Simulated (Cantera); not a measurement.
What does this Cantera script print?

```python
import numpy as np
import cantera as ct

gas_names = """
    H HNO HNO2 HNO3 HO2 H2 H2O H2O2 N NH NH2 NH3 NH2OH NO NO2 NO3 N2 N2H2 N2H4 N2O O OH O2 O3 Si SiH
    SiH2 SiH3 SiH4 SiN SiO SiO2 Si2 Si2N Si3
""".split()
cond_names = """
    H2O(s) H2O(L) Si(cr) Si(L) SiO2(Lqz) SiO2(hqz) SiO2(L) Si2N2O(s) Si3N4(a)
""".split()


# ... load() reads the species with a 1 bar reference pressure and builds the phases ...
atoms = {
    'Si3N4': {'Si': 3, 'N': 4},
    'N2O': {'N': 2, 'O': 1},
    'H2': {'H': 2},
}
top_T = {'Si2N2O(s)': 2100, 'Si3N4(a)': 2400}  # K; cautious upper limits of use, not melting points


# ... equilibrate(T, P, feed) seeds the gas with the atoms and calls Mixture.equilibrate('TP', solver="vcs", rtol=1e-11, max_steps=5000) ...
results = []
T = 1598.15  # K
P = 1000  # Pa
for m in [0.34, 0.52, 0.7, 0.88, 1.1, 1.2, 1.4, 1.6, 1.8, 1.9, 2.1, 2.3]:
    feed = {'Si3N4': 1, 'N2O': m, 'H2': 1.4}  # mol
    mix = equilibrate(T, P, feed)
    results.append((T, P, feed, dict(zip(mix.species_names, mix.species_moles))))
    x = sorted(zip(gas.X, gas.species_names), reverse=True)
    print(f"T = {T:g} K  P = {P:g} Pa  n(N2O) = {m:g} mol  gas = {mix.phase_moles(0):.4g} mol")
    print("   x: " + "  ".join(f"{s} {v:.3e}" for v, s in x if v > 1e-06))
    print("   condensed (mol): " + ("  ".join(f"{mix.phase(i).name} {mix.phase_moles(i):.4g}"
          for i in range(1, mix.n_phases) if mix.phase_moles(i) > 1e-12) or "none"))
```

Result:

```
T = 1598.15 K  P = 1000 Pa  n(N2O) = 0.34 mol  gas = 1.855 mol
   x: H2 7.546e-01  N2 2.446e-01  H 4.631e-04  SiO 3.975e-04  Si 2.263e-06
   condensed (mol): Si2N2O(s) 0.3393  Si3N4(a) 0.7736
T = 1598.15 K  P = 1000 Pa  n(N2O) = 0.52 mol  gas = 2.095 mol
   x: H2 6.681e-01  N2 3.311e-01  H 4.358e-04  SiO 3.593e-04  Si 1.849e-06
   condensed (mol): Si2N2O(s) 0.5192  Si3N4(a) 0.6536
T = 1598.15 K  P = 1000 Pa  n(N2O) = 0.7 mol  gas = 2.335 mol
   x: H2 5.994e-01  N2 3.999e-01  H 4.128e-04  SiO 3.374e-04  Si 1.630e-06
   condensed (mol): Si2N2O(s) 0.6992  Si3N4(a) 0.5336
T = 1598.15 K  P = 1000 Pa  n(N2O) = 0.88 mol  gas = 2.575 mol
   x: H2 5.435e-01  N2 4.558e-01  H 3.930e-04  SiO 3.230e-04  Si 1.494e-06
   condensed (mol): Si2N2O(s) 0.8792  Si3N4(a) 0.4136
T = 1598.15 K  P = 1000 Pa  n(N2O) = 1.1 mol  gas = 2.868 mol
   x: N2 5.114e-01  H2 4.879e-01  H 3.724e-04  SiO 3.108e-04  Si 1.384e-06
   condensed (mol): Si2N2O(s) 1.099  Si3N4(a) 0.267
T = 1598.15 K  P = 1000 Pa  n(N2O) = 1.2 mol  gas = 3.002 mol
   x: N2 5.331e-01  H2 4.662e-01  H 3.640e-04  SiO 3.065e-04  Si 1.346e-06
   condensed (mol): Si2N2O(s) 1.199  Si3N4(a) 0.2003
T = 1598.15 K  P = 1000 Pa  n(N2O) = 1.4 mol  gas = 3.269 mol
   x: N2 5.712e-01  H2 4.281e-01  H 3.488e-04  SiO 2.996e-04  Si 1.285e-06
   condensed (mol): Si2N2O(s) 1.399  Si3N4(a) 0.06699
T = 1598.15 K  P = 1000 Pa  n(N2O) = 1.6 mol  gas = 3.603 mol
   x: N2 5.969e-01  H2 3.883e-01  SiO 1.442e-02  H 3.322e-04  H2O 6.592e-05
   condensed (mol): SiO2(hqz) 0.04919  Si2N2O(s) 1.449
T = 1598.15 K  P = 1000 Pa  n(N2O) = 1.8 mol  gas = 3.874 mol
   x: N2 6.242e-01  H2 3.612e-01  SiO 1.421e-02  H 3.204e-04  H2O 6.223e-05
   condensed (mol): SiO2(hqz) 0.1815  Si2N2O(s) 1.382
T = 1598.15 K  P = 1000 Pa  n(N2O) = 1.9 mol  gas = 4.009 mol
   x: N2 6.365e-01  H2 3.490e-01  SiO 1.412e-02  H 3.149e-04  H2O 6.052e-05
   condensed (mol): SiO2(hqz) 0.2476  Si2N2O(s) 1.348
T = 1598.15 K  P = 1000 Pa  n(N2O) = 2.1 mol  gas = 4.28 mol
   x: N2 6.588e-01  H2 3.269e-01  SiO 1.395e-02  H 3.048e-04  H2O 5.735e-05
   condensed (mol): SiO2(hqz) 0.3799  Si2N2O(s) 1.28
T = 1598.15 K  P = 1000 Pa  n(N2O) = 2.3 mol  gas = 4.551 mol
   x: N2 6.784e-01  H2 3.074e-01  SiO 1.382e-02  H 2.956e-04  H2O 5.446e-05
   condensed (mol): SiO2(hqz) 0.5122  Si2N2O(s) 1.212
```

Equilibrium computed with Cantera from the NASA thermochemical tables; the gas is ideal and each condensed phase is pure. Mutual solubility and eutectic melting of coexisting phases are not modelled. The tables hold silica as quartz up to 1696 K and as liquid above; real silica turns to tridymite and cristobalite and melts near 1996 K.
